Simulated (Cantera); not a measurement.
Feed: 1 mol MgO, 4.7 mol SO₃, 0.24 mol H₂O, equilibrated at 18.0 bar.

These are equilibrium values from Cantera (NASA tables, ideal gas, pure condensed phases), not measurements of a reactor. Candidate condensed phases: H₂O, H₂SO₄, Mg, MgO, Mg(OH)₂, MgS, MgSO₄, S; 26 gas species. Kinetics and transport are ignored.

Q: At 802 °C, list the 4 most abundant gas species with their mole fractions, and the condensed phases.

A: SO₃ 0.454, SO₂ 0.330, O₂ 0.165, H₂O 0.0501. Condensed: MgSO₄(s).
